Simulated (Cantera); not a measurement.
Source: NASA polynomial tables (part measured, part estimated), evaluated in Cantera. Values are per mole of reaction as written; species without (g) are pure solids or liquids, kept so even where they would boil at 1 bar.

2 SrO + 4 OH(g) ⇌ 2 Sr(OH)2 + O2(g)

| T (K) | ΔH° (kJ) | ΔS° (J/K) | ΔG° (kJ) | log10 K |
|---|---|---|---|---|
| 2350 | -700.5 | -263.4 | -81.5 | 1.81 |
| 2450 | -692.6 | -260.1 | -55.3 | 1.18 |
| 2550 | ? | ? | ? | ? |
| 2650 | ? | ? | ? | ? |
| 2750 | -670.0 | -251.4 | 21.4 | -0.41 |
| 2850 | ? | ? | ? | ? |

Complete the blanks.


- 2550, ΔH° (kJ): -684.9
- 2550, ΔS° (J/K): -257.0
- 2550, ΔG° (kJ): -29.5
- 2550, log10 K: 0.60
- 2650, ΔH° (kJ): -677.4
- 2650, ΔS° (J/K): -254.1
- 2650, ΔG° (kJ): -3.9
- 2650, log10 K: 0.08
- 2850, ΔH° (kJ): -662.9
- 2850, ΔS° (J/K): -248.9
- 2850, ΔG° (kJ): 46.4
- 2850, log10 K: -0.85
